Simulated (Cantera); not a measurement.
Input (Python, Cantera) and output of one run.

```python
import numpy as np
import cantera as ct

gas_names = """
    CL CL2 H HCL H2 N NH NH2 NH3 N2 N2H2 N2H4 Si SiCL SiCL2 SiCL3 SiCL4 SiH SiHCL3 SiH2 SiH2CL2 SiH3
    SiH3CL SiH4 SiN Si2 Si2N Si3
""".split()
cond_names = """
    NH4CL(a) NH4CL(b) Si(cr) Si(L) Si3N4(a)
""".split()


# ... load() reads the species with a 1 bar reference pressure and builds the phases ...
atoms = {
    'SiH2Cl2': {'Si': 1, 'H': 2, 'CL': 2},
    'NH3': {'N': 1, 'H': 3},
    'N2': {'N': 2},
}
top_T = {'Si3N4(a)': 2400}  # K; cautious upper limits of use, not melting points


# ... equilibrate(T, P, feed) seeds the gas with the atoms and calls Mixture.equilibrate('TP', solver="vcs", rtol=1e-11, max_steps=5000) ...
results = []
feed = {'SiH2Cl2': 1, 'NH3': 24, 'N2': 22}  # mol
T = 1075  # K
P = 100000  # Pa
mix = equilibrate(T, P, feed)
results.append((T, P, feed, dict(zip(mix.species_names, mix.species_moles))))
print(gas.report(threshold=1e-05))
for i in range(1, mix.n_phases):
    print(f"{mix.phase(i).name:16s} {mix.phase_moles(i):12.5e} mol")
```

Output:

```
       temperature   1075 K
          pressure   1e+05 Pa
           density   0.1693 kg/m^3
  mean mol. weight   15.132 kg/kmol
   phase of matter   gas

                          1 kg             1 kmol
                     ---------------   ---------------
          enthalpy         1.377e+06        2.0836e+07  J
   internal energy        7.8631e+05        1.1898e+07  J
           entropy             13596        2.0572e+05  J/K
    Gibbs function       -1.3238e+07       -2.0032e+08  J
 heat capacity c_p            2098.4             31752  J/K
 heat capacity c_v            1548.9             23438  J/K

                      mass frac. Y      mole frac. X     chem. pot. / RT
                     ---------------   ---------------   ---------------
               HCL          0.067548          0.028036           -38.366
                H2          0.067226           0.50459           -18.372
               NH3        0.00010092        8.9667e-05           -40.465
                N2           0.86511           0.46729           -25.813
     [  +24 minor]        1.2316e-05        1.1553e-06

Si(cr)            0.00000e+00 mol
Si3N4(a)          3.33306e-01 mol
```

Method: chemical equilibrium by Gibbs-energy minimisation in Cantera with the NASA 1993 tables (ideal gas, pure condensed phases).
